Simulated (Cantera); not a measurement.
Premixed flame

A freely propagating, adiabatic, planar premixed flame of H₂ : O₂ : N₂ = 1 : 0.385 : 1.27 (molar parts), unburnt at 450 K and 4.93 atm; unity-Lewis-number transport, grid criteria slope 0.08 and curve 0.16, no radiation.

Cantera simulation using the H2/O2 subset of GRI-Mech 3.0, which has no nitrogen chemistry; the numbers are that mechanism's predictions, not measurements. The hydrogen kinetics of GRI-Mech 3.0 are dated; newer H2 mechanisms differ, most at raised pressure. Unity Lewis numbers drop preferential diffusion, which matters most where H2 and H carry the flame. Burning velocities carry a grid error of a few per cent, more on coarse grids.

```json
[
 {"z (mm)": "-0.136", "T (K)": "450", "u (m/s)": "4.10", "x H₂": "0.377", "x O₂": "0.145", "x H₂O": "4.91e-7", "x OH": "<1e-8", "x O": "<1e-8", "x H": "<1e-8"},
 {"z (mm)": "-0.0910", "T (K)": "450", "u (m/s)": "4.10", "x H₂": "0.377", "x O₂": "0.145", "x H₂O": "1.27e-5", "x OH": "<1e-8", "x O": "<1e-8", "x H": "<1e-8"},
 {"z (mm)": "-0.0682", "T (K)": "451", "u (m/s)": "4.11", "x H₂": "0.377", "x O₂": "0.145", "x H₂O": "7.57e-5", "x OH": "<1e-8", "x O": "3.29e-8", "x H": "<1e-8"},
 {"z (mm)": "-0.0455", "T (K)": "456", "u (m/s)": "4.16", "x H₂": "0.376", "x O₂": "0.145", "x H₂O": "0.000738", "x OH": "2.35e-8", "x O": "4.08e-7", "x H": "<1e-8"},
 {"z (mm)": "-0.0227", "T (K)": "587", "u (m/s)": "5.30", "x H₂": "0.363", "x O₂": "0.137", "x H₂O": "0.0169", "x OH": "3.47e-5", "x O": "2.73e-5", "x H": "2.16e-5"},
 {"z (mm)": "-0.0114", "T (K)": "980", "u (m/s)": "8.63", "x H₂": "0.315", "x O₂": "0.112", "x H₂O": "0.0722", "x OH": "0.000915", "x O": "0.000489", "x H": "0.00388"},
 {"z (mm)": "0", "T (K)": "1472", "u (m/s)": "12.6", "x H₂": "0.215", "x O₂": "0.0658", "x H₂O": "0.171", "x OH": "0.00402", "x O": "0.00320", "x H": "0.0304"},
 {"z (mm)": "0.0114", "T (K)": "1782", "u (m/s)": "14.9", "x H₂": "0.135", "x O₂": "0.0282", "x H₂O": "0.245", "x OH": "0.00987", "x O": "0.00571", "x H": "0.0541"},
 {"z (mm)": "0.0227", "T (K)": "1946", "u (m/s)": "16.0", "x H₂": "0.109", "x O₂": "0.0137", "x H₂O": "0.274", "x OH": "0.0137", "x O": "0.00605", "x H": "0.0547"},
 {"z (mm)": "0.0455", "T (K)": "2116", "u (m/s)": "17.2", "x H₂": "0.101", "x O₂": "0.00670", "x H₂O": "0.292", "x OH": "0.0152", "x O": "0.00471", "x H": "0.0429"},
 {"z (mm)": "0.0910", "T (K)": "2271", "u (m/s)": "18.2", "x H₂": "0.101", "x O₂": "0.00377", "x H₂O": "0.306", "x OH": "0.0137", "x O": "0.00274", "x H": "0.0292"},
 {"z (mm)": "0.182", "T (K)": "2392", "u (m/s)": "19.0", "x H₂": "0.101", "x O₂": "0.00192", "x H₂O": "0.317", "x OH": "0.0107", "x O": "0.00135", "x H": "0.0187"},
 {"z (mm)": "0.364", "T (K)": "2475", "u (m/s)": "19.5", "x H₂": "0.100", "x O₂": "0.000850", "x H₂O": "0.326", "x OH": "0.00758", "x O": "0.000582", "x H": "0.0116"}
]
```
x: mole fraction of selected species; z is measured from the peak of heat release.

```yaml
laminar_burning_velocity: 410 cm/s
thermal_thickness: 0.0455 mm
peak x(OH): 0.0152
peak x(O): 0.00610
peak x(H): 0.0561
grid_points: 114
```
